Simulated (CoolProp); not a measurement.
R236EA along the isobar 5.5 bar: density (kg/m³) from the reference equation and from simpler models built on Tc = 412.4 K, pc = 34.14 bar, ω = 0.368; each cubic takes its own stable root.

Computed with CoolProp (reference Helmholtz-energy equation of state, Rui 2013).

```csv
T (K),phase,reference
340.1,gas,33.80
345.2,gas,33.01
350.4,gas,32.26
355.5,gas,31.57
360.6,gas,30.92
365.8,gas,30.29
370.9,gas,29.71
376,gas,29.16
381.2,gas,28.63
386.3,gas,28.13
391.5,gas,27.64
396.6,gas,27.18
401.7,gas,26.74
406.9,gas,26.31
412,gas,25.91
```

Task: How far does each simpler model (ideal gas, van der Waals, Redlich-Kwong, Soave-Redlich-Kwong, Peng-Robinson) lie from the reference over these 15 states: mean and median of the absolute difference, and the worst?

Result: 
- ideal gas: mean 8.6 %, median 8.3 %, worst -12.5 % at 340.1 K and 5.5 bar
- van der Waals: mean 2.3 %, median 2.1 %, worst -4.7 % at 340.1 K and 5.5 bar
- Redlich-Kwong: mean 1.0 %, median 0.8 %, worst -2.5 % at 340.1 K and 5.5 bar
- Soave-Redlich-Kwong: mean 0.4 %, median 0.3 %, worst -1.1 % at 340.1 K and 5.5 bar
- Peng-Robinson: mean 0.4 %, median 0.4 %, worst +0.6 % at 412 K and 5.5 bar
